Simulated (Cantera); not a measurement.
An adiabatic, constant-volume homogeneous reactor starts with 33.5 % H₂, 14.0 % O₂, 52.6 % N₂, at 1050 K and 7.30 bar.

Cantera simulation using GRI-Mech 3.0 (53 species, 325 reactions); the numbers are that mechanism's predictions, not measurements. The hydrogen kinetics of GRI-Mech 3.0 are dated; newer H2 mechanisms differ, most at raised pressure. Above 3000 K some thermodynamic fits are extrapolated.

Q: Predict: time of steepest temperature rise; temperature at 2.00 s; equilibrium temperature; x(H₂) at 2.00 s; x(O₂) at 2.00 s; x(N₂O) at 2.00 s; x(H₂O₂) at 2.00 s; x(NO) at 2.00 s; x(OH) at 2.00 s; x(HO₂) at 2.00 s.

A: 
| Item | Result |
|---|---|
| time of steepest temperature rise | 2.54 ms |
| temperature at 2.00 s | 3106 K |
| equilibrium temperature | 3106 K |
| x(H₂) at 2.00 s | 0.0783 (gas-phase equilibrium 0.0783) |
| x(O₂) at 2.00 s | 0.00283 (gas-phase equilibrium 0.00283) |
| x(N₂O) at 2.00 s | 1.18e-6 (gas-phase equilibrium 1.18e-6) |
| x(H₂O₂) at 2.00 s | 1.34e-6 (gas-phase equilibrium 1.34e-6) |
| x(NO) at 2.00 s | 0.00546 (gas-phase equilibrium 0.00546) |
| x(OH) at 2.00 s | 0.0183 (gas-phase equilibrium 0.0183) |
| x(HO₂) at 2.00 s | 7.11e-6 (gas-phase equilibrium 7.11e-6) |
